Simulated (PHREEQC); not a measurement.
**Polishing slurry liquid**

A solution holds 0.31 mol K2CO3 and 0.0041 mol H3BO3 per kg of water, at 25 °C. Closed to the air; pH follows from the charge balance.

Equilibrium calculation in PHREEQC: ion-association model, phreeqc.dat.

No solid was allowed to form.

Question: What pH does the model give?

Answer: pH 11.36.

Question: In which forms is C present?

Answer: CO3-2 97 %, HCO3- 2.6 % of the C.

Ionic strength above about 0.7 mol/kgw puts this run outside the model's range. Complexes and solids missing from the database can't appear.
